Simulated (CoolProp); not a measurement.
Isohexane along the isobar 1.62 bar: density (kg/m³) from the reference equation and from simpler models built on Tc = 497.7 K, pc = 30.43 bar, ω = 0.280; each cubic takes its own stable root.

Values from CoolProp's reference Helmholtz-energy equation of state, Lemmon 2006. It is a short technical equation, of lower accuracy than the large ones.

```csv
T (K),phase,reference
159.8,liquid,769.9
173.3,liquid,757.9
186.8,liquid,746.1
200.3,liquid,734.4
213.7,liquid,722.8
227.2,liquid,711.2
240.7,liquid,699.6
254.1,liquid,687.9
267.6,liquid,676.1
281.1,liquid,664.1
294.6,liquid,651.9
308,liquid,639.6
321.5,liquid,626.8
335,liquid,613.5
361.9,gas,4.927
```

Question: How far does each simpler model (Redlich-Kwong, Soave-Redlich-Kwong, Peng-Robinson) lie from the reference over these 15 states: mean and median of the absolute difference, and the worst?

Answer: 
- Redlich-Kwong: mean 16.5 %, median 11.2 %, worst -99.1 % at 335 K and 1.62 bar
- Soave-Redlich-Kwong: mean 8.7 %, median 8.7 %, worst -11.6 % at 159.8 K and 1.62 bar
- Peng-Robinson: mean 2.1 %, median 2.3 %, worst +3.6 % at 321.5 K and 1.62 bar

At some of these states Redlich-Kwong gives the other phase, because its saturation line lies elsewhere.
